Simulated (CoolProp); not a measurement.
Vapour-liquid equilibrium of acetone (1) + ethanol (2) at 252.5 K; x and y are mole fractions of (1).

Values from CoolProp's multi-fluid Helmholtz-energy mixture model, Lemmon 2006 and Schroeder 2014; pair parameters Bell 2016.

```csv
x,"bubble pressure, mixture model (bar)","bubble pressure, Raoult's law (bar)","y, mixture model","y, Raoult's law"
0.05,0.006445,0.004511,0.516,0.310
0.15,…,0.006983,0.747,0.601
0.25,0.01465,0.009454,0.822,0.740
0.35,…,0.01193,0.860,0.821
0.45,…,0.01440,0.884,0.875
0.55,0.02062,0.01687,0.904,0.913
0.65,0.02212,0.01934,0.922,0.941
0.75,0.02363,0.02181,0.940,0.962
0.85,0.02525,0.02428,0.961,0.980
0.95,0.02703,0.02675,…,0.994
```

Problem. Fill in the missing entries.

Solution. 
- 0.15, bubble pressure, mixture model (bar): 0.01127
- 0.35, bubble pressure, mixture model (bar): 0.01711
- 0.45, bubble pressure, mixture model (bar): 0.01901
- 0.95, y, mixture model: 0.986

The largest gap from Raoult's law is +61.4 % in bubble pressure, at x = 0.15. No azeotrope shows between x = 0.05 and 0.95.

Pair parameters are fitted to limited data, so mixtures are less certain than the pure fluids. With so large a gap from Raoult's law the liquid may split in two, which this calculation doesn't test in full.
